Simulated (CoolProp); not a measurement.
Vapour-liquid equilibrium of cyclohexane (1) + o-xylene (2) at 0.108 bar; x and y are mole fractions of (1).

Values from CoolProp's multi-fluid Helmholtz-energy mixture model, Zhou 2014 and Zhou 2012; pair parameters Bell 2016.

Question: Give the bubble temperature and the first vapour's composition at x = 0.2, 0.425, 0.65. Is there an azeotrope?

Answer: x = 0.2: 45.6 °C, y = 0.791; x = 0.425: 33.6 °C, y = 0.914; x = 0.65: 27.6 °C, y = 0.957. No azeotrope shows between x = 0.05 and 0.95.

The pair parameters rest on a limited set of measurements; away from them the model extrapolates.
